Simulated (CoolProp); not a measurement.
A single-stage vapour-compression cycle with the fluid: evaporating at 297.15 K (dew point), condensing at 332.15 K (bubble point), superheat 8 K, subcooling 0 K, compressor efficiency 0.85, no pressure losses. The same conditions are run with several fluids, on thermodynamics alone (safety and materials aside).

Computed with CoolProp (reference Helmholtz-energy equation of state of each fluid (the fluoroketone C6F12O (FK-5-1-12): McLinden 2015; fluoroethane (R161): Wu 2012; benzene: Thol 2012; R124: de Vries 1995; n-perfluorohexane: Gao 2022; R236EA: Rui 2013)).

| fluid | cooling COP | pressure ratio | discharge temperature (K) | refrigerating effect (kJ/kg) | volumetric capacity (kJ/m³) |
|---|---|---|---|---|---|
| the fluoroketone C6F12O (FK-5-1-12) | 5.47 | 3.65 | 332.1 | 63.0 | 313 |
| fluoroethane (R161) | 5.75 | 2.36 | 354.8 | 269 | 5350 |
| benzene | 6.59 | 4.16 | 355.4 | 380 | 143 |
| R124 | 5.89 | 2.62 | 339.9 | 112 | 2480 |
| n-perfluorohexane | 5.51 | 3.83 | 332.2 | 62.4 | 239 |
| R236EA | 5.94 | 2.95 | 334.4 | 118 | 1500 |

The compression ends wet for: the fluoroketone C6F12O (FK-5-1-12); n-perfluorohexane.
